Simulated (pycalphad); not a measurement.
All values are pycalphad results on the COST 507 light-alloy database (1999) (1 atm), not direct measurements. The data set is of 1999 and partly superseded. Amounts are mole fractions of atoms.

Q: Give the equilibrium state of Al-0.2093Si-0.4206C (wt.%) at 1277 °C.

A: liquid, fraction 0.979, with 0.21 Si, 0.01 C wt.%; AL4C3, fraction 0.021, with 0.01 Si, 25.0 C wt.%.

Q: Give the equilibrium state of Al-0.2093Si-0.4206C (wt.%) at 277 °C.

A: fcc, fraction 0.978, with 0.04 Si, <0.01 C wt.%; AL8SIC7, fraction 0.021, with 8.6 Si, 25.6 C wt.%; diamond (Si), fraction 0.000, with >99.99 Si, <0.01 C wt.%.

Database names, with the compositions (at.%) that they take in these runs: AL4C3: Al 57 C 43; AL8SIC7: Al 50 C 44 Si 6.
